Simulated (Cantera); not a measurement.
Input (Python, Cantera) and output of one run.

```python
import numpy as np
import cantera as ct

gas_names = """
    CH4 C2H4 C3H8
""".split()
cond_names = """
    TiC(s) TiC(L) Ti(a) Ti(b) Ti(L)
""".split()


def load(file, names, dense=False):
    # The tables refer to 1 bar. Condensed volumes are neglected.
    table = {s.name: s for s in ct.Species.list_from_file(file)}
    out = []
    for n in names:
        d = dict(table[n].input_data)
        d["thermo"] = dict(d["thermo"], **{"reference-pressure": 1e5})
        if dense:
            d["equation-of-state"] = {"model": "constant-volume", "density": "1e6 g/cm^3"}
        out.append(ct.Species.from_dict(d))
    return out


species = {s.name: s for s in load("nasa_gas.yaml", gas_names) + load("nasa_condensed.yaml", cond_names)}
# Each term lists the table entries of one substance; the one whose range holds T is used.
reactions = {
    'TiC + CH4(g) = Ti + C2H4(g)':
        [(-1, ['TiC(s)', 'TiC(L)']), (-1, ['CH4']), (1, ['Ti(a)', 'Ti(b)', 'Ti(L)']), (1, ['C2H4'])],
    'C3H8(g) + TiC = Ti + 2 C2H4(g)':
        [(-1, ['C3H8']), (-1, ['TiC(s)', 'TiC(L)']), (1, ['Ti(a)', 'Ti(b)', 'Ti(L)']), (2, ['C2H4'])],
}


def pick(names, T):
    return next(species[n] for n in names if species[n].thermo.min_temp <= T <= species[n].thermo.max_temp)


results = []
for label, terms in reactions.items():
    print(label)
    print("     T/K   dH/kJ  dS/(J/K)   dG/kJ   log10 K")
    for T in [598, 698, 798, 898, 998, 1098, 1198, 1298, 1398, 1498]:
        used = [(nu, pick(names, T)) for nu, names in terms]
        dH = sum(nu * s.thermo.h(T) for nu, s in used) / 1e6
        dS = sum(nu * s.thermo.s(T) for nu, s in used) / 1e3
        dG = dH - T * dS / 1e3
        logK = -dG * 1e6 / (ct.gas_constant * T * np.log(10))
        results.append((label, T, dH, dS, dG, logK, [s.name for _, s in used]))
        print(f"{T:8g} {dH:8.1f} {dS:8.1f} {dG:8.1f} {logK:8.2f}")
```

It prints:

```
TiC + CH4(g) = Ti + C2H4(g)
     T/K   dH/kJ  dS/(J/K)   dG/kJ   log10 K
     598    310.7     38.2    287.8   -25.14
     698    310.6     38.1    284.0   -21.25
     798    310.6     38.1    280.2   -18.34
     898    310.7     38.2    276.4   -16.08
     998    310.8     38.3    272.6   -14.27
    1098    311.2     38.7    268.7   -12.78
    1198    315.4     42.4    264.7   -11.54
    1298    315.1     42.1    260.5   -10.48
    1398    314.8     41.9    256.3    -9.57
    1498    314.5     41.7    252.1    -8.79
C3H8(g) + TiC = Ti + 2 C2H4(g)
     T/K   dH/kJ  dS/(J/K)   dG/kJ   log10 K
     598    392.8    173.0    289.4   -25.28
     698    392.2    172.0    272.1   -20.36
     798    391.5    171.1    255.0   -16.69
     898    390.8    170.3    237.9   -13.84
     998    390.2    169.7    220.9   -11.56
    1098    390.0    169.4    204.0    -9.70
    1198    393.5    172.5    186.9    -8.15
    1298    392.6    171.7    169.7    -6.83
    1398    391.7    171.1    152.5    -5.70
    1498    390.9    170.5    135.5    -4.72
```

Source: NASA polynomial tables (part measured, part estimated), evaluated in Cantera. TiC: taken at fixed stoichiometry. Condensed species are held in their standard states even where they would react or evaporate.
